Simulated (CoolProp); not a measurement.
Computed with CoolProp (reference Helmholtz-energy equation of state, Thol 2015).

**Question.** For octamethylcyclotetrasiloxane (D4), give the phase and the density (kg/m³), speed of sound (m/s), Joule-Thomson coefficient (K/MPa), expansivity (1/kK) at 156.65 °C and 101 kPa; 194.65 °C and 101 kPa.

**Answer.** 
- 156.65 °C and 101 kPa: liquid; density 792, speed of sound 515, Joule-Thomson coefficient -0.176, expansivity 1.69
- 194.65 °C and 101 kPa: gas; density 8.24, speed of sound 108, Joule-Thomson coefficient 19.2, expansivity 2.73
